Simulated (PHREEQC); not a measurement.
Synthetic water in mg/L, 60 °C, pH 8.27, pe 1.5: Na 25.5; K 5.63; Ca 10.5; Mg 11; Cl 63.9; S(6) as SO4 21.5; Alkalinity as HCO3 28.9; F 0.152.

Valence states are taken as typed.

The numbers come from PHREEQC with the ion-association model, wateq4f.dat.

The ionic strength comes out as 0.00348 mol/kgw. What activity coefficients do K+, SO4-2, CO3-2, F-, Cl- get?

K+ 0.93, SO4-2 0.76, CO3-2 0.77, F- 0.93, Cl- 0.93.

This is a speciation only: nothing precipitates in the calculation. Constants without temperature data keep their 25 °C values here.
